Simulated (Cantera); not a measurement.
Thermodynamics of abatement and gas-phase synthesis, feed N2O + SO2 + N2 + O2

Charge: 1 mol N2O, 0.083 mol SO2, 2.7 mol N2, 0.4 mol O2, equilibrated at 20300 Torr.

Cantera equilibrium calculation (NASA polynomials, part measured and part estimated; ideal gas, pure solids and liquids). Candidate condensed phases: S; 17 gas species. Rates play no part.

From 675 K to 2625 K nothing is condensed.

| T (K) | x N2 | x O2 | x NO | x SO3 | x SO2 | x O | x NO2 | x SO |
|---|---|---|---|---|---|---|---|---|
| 675 | 0.797 | 0.185 | 1.49e-7 | 0.0179 | 1.49e-5 | <1e-12 | 1.13e-6 | <1e-12 |
| 825 | 0.797 | 0.185 | 2.87e-6 | 0.0175 | 0.000356 | <1e-12 | 3.32e-6 | <1e-12 |
| 975 | 0.796 | 0.186 | 2.23e-5 | 0.0151 | 0.00276 | 5.99e-12 | 7.05e-6 | <1e-12 |
| 1125 | 0.794 | 0.188 | 0.000101 | 0.00936 | 0.00845 | 3.85e-10 | 1.24e-5 | <1e-12 |
| 1275 | 0.792 | 0.190 | 0.000320 | 0.00440 | 0.0134 | 9.37e-9 | 1.91e-5 | 2.88e-11 |
| 1425 | 0.790 | 0.191 | 0.000794 | 0.00200 | 0.0157 | 1.17e-7 | 2.69e-5 | 6.81e-10 |
| 1575 | 0.790 | 0.191 | 0.00166 | 0.000987 | 0.0167 | 9.00e-7 | 3.55e-5 | 8.20e-9 |
| 1725 | 0.789 | 0.190 | 0.00304 | 0.000539 | 0.0172 | 4.87e-6 | 4.46e-5 | 6.25e-8 |
| 1875 | 0.788 | 0.189 | 0.00504 | 0.000322 | 0.0174 | 2.02e-5 | 5.40e-5 | 3.41e-7 |
| 2025 | 0.786 | 0.188 | 0.00775 | 0.000207 | 0.0175 | 6.75e-5 | 6.34e-5 | 1.44e-6 |
| 2175 | 0.784 | 0.186 | 0.0112 | 0.000141 | 0.0176 | 0.000191 | 7.27e-5 | 5.00e-6 |
| 2325 | 0.782 | 0.184 | 0.0154 | 0.000101 | 0.0176 | 0.000474 | 8.16e-5 | 1.48e-5 |
| 2475 | 0.780 | 0.181 | 0.0203 | 7.52e-5 | 0.0176 | 0.00105 | 9.01e-5 | 3.83e-5 |
| 2625 | 0.776 | 0.178 | 0.0259 | 5.77e-5 | 0.0176 | 0.00212 | 9.77e-5 | 8.90e-5 |
x: gas mole fraction; nothing condenses.
